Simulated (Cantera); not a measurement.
Input (Python, Cantera) and output of one run.

```python
import numpy as np
import cantera as ct

gas_names = """
    C CH CH2 CH3 CH2OH CH3O CH4 CH3OH CO CO2 COOH C2 C2H CHCO,ketyl C2H2,acetylene C2H2,vinylidene
    CH2CO,ketene C2H3,vinyl CH3CO,acetyl C2H4 C2H4O,ethylen CH3CHO,ethanal CH3COOH (HCOOH)2 C2H5 C2H6
    CH3OCH3 C2H5OH C2O C3 C3H3,propargyl C3H4,allene C3H4,propyne C3H4,cyclo- C3H5,allyl C3H6,propylene
    C3H6,cyclo- C3H6O C3H7,n-propyl C3H7,i-propyl C3H8 C3H8O,1propanol C3H8O,2propanol C3O2 C4 C4H2
    C4H4,1,3-cyclo- C4H6,butadiene C4H6,2-butyne C4H6,cyclo- C4H8,1-butene C4H8,cis2-buten
    C4H8,tr2-butene C4H8,isobutene C4H8,cyclo- (CH3COOH)2 C4H9,n-butyl C4H9,i-butyl C4H9,s-butyl
    C4H9,t-butyl C4H10,isobutane C4H10,n-butane C5 C5H6,1,3cyclo- C5H8,cyclo- C5H10,1-pentene
    C5H10,cyclo- C5H11,pentyl C5H11,t-pentyl C5H12,n-pentane C5H12,i-pentane CH3C(CH3)2CH3 C6H2
    C6H5,phenyl C6H5O,phenoxy C6H6 C6H5OH,phenol C6H10,cyclo- C6H12,1-hexene C6H12,cyclo- C6H13,n-hexyl
    C7H7,benzyl C7H8 C7H8O,cresol C7H14,1-heptene C7H15,n-heptyl C7H16,n-heptane C8H8,styrene
    C8H10,ethylbenz C8H16,1-octene C8H17,n-octyl C8H18,isooctane C8H18,n-octane C9H19,n-nonyl
    C10H8,naphthale C10H21,n-decyl C12H9,o-bipheny C12H10,bipheny H HCO HO2 H2 HCHO,formaldehy HCOOH H2O
    H2O2 K KH KO KOH K2 K2O2H2 O OH O2 O3
""".split()
cond_names = """
    C(gr) C6H6(L) C7H8(L) C8H18(L),n-octa H2O(s) H2O(L) K(cr) K(L) KOH(a) KOH(b) KOH(L) KO2(s) K2CO3(s)
    K2CO3(L) K2O(s) K2O2(s)
""".split()


def load(file, names, dense=False):
    # The tables refer to 1 bar. Condensed volumes are neglected.
    table = {s.name: s for s in ct.Species.list_from_file(file)}
    out = []
    for n in names:
        d = dict(table[n].input_data)
        d["thermo"] = dict(d["thermo"], **{"reference-pressure": 1e5})
        if dense:
            d["equation-of-state"] = {"model": "constant-volume", "density": "1e6 g/cm^3"}
        out.append(ct.Species.from_dict(d))
    return out


gas = ct.Solution(thermo="ideal-gas", species=load("nasa_gas.yaml", gas_names))
cond = {s.name: ct.Solution(thermo="fixed-stoichiometry", species=[s], name=s.name)
        for s in load("nasa_condensed.yaml", cond_names, dense=True)}
atoms = {
    'KOH': {'K': 1, 'O': 1, 'H': 1},
    'C': {'C': 1},
    'O2': {'O': 2},
}
top_T = {'C(gr)': 4500, 'KO2(s)': 780, 'K2O(s)': 1000, 'K2O2(s)': 760}  # K; cautious upper limits of use, not melting points


def equilibrate(T, P, feed):
    n = {}
    for name, mol in feed.items():
        for a, k in atoms[name].items():
            n[a] = n.get(a, 0.0) + k * mol
    gas.TPX = T, P, n
    mass = sum(n.values()) * gas.mean_molecular_weight
    gas.equilibrate("TP")
    valid = [c for c in cond.values() if c.min_temp <= T <= top_T.get(c.name, c.max_temp)]
    mix = ct.Mixture([(gas, mass / gas.mean_molecular_weight)] + [(c, 0.0) for c in valid])
    mix.T, mix.P = T, P
    mix.equilibrate("TP", solver="vcs", rtol=1e-11, max_steps=5000)
    return mix


results = []
feed = {'KOH': 1, 'C': 0.88, 'O2': 18}  # mol
T = 1050  # K
P = 1333.22  # Pa
mix = equilibrate(T, P, feed)
results.append((T, P, feed, dict(zip(mix.species_names, mix.species_moles))))
x = sorted(zip(gas.X, gas.species_names), reverse=True)
print(f"T = {T:g} K  P = {P:g} Pa  gas = {mix.phase_moles(0):.4g} mol")
print("   x: " + "  ".join(f"{s} {v:.3e}" for v, s in x if v > 0.001))
print("   condensed (mol): " + ("  ".join(f"{mix.phase(i).name} {mix.phase_moles(i):.4g}"
      for i in range(1, mix.n_phases) if mix.phase_moles(i) > 1e-12) or "none"))
```

Result:

```
T = 1050 K  P = 1333.22 Pa  gas = 18.03 mol
   x: O2 9.496e-01  H2O 2.692e-02  CO2 2.189e-02  KOH 1.625e-03
   condensed (mol): K2CO3(s) 0.4853
```

These are equilibrium values from Cantera (NASA tables, ideal gas, pure condensed phases), not measurements of a reactor.
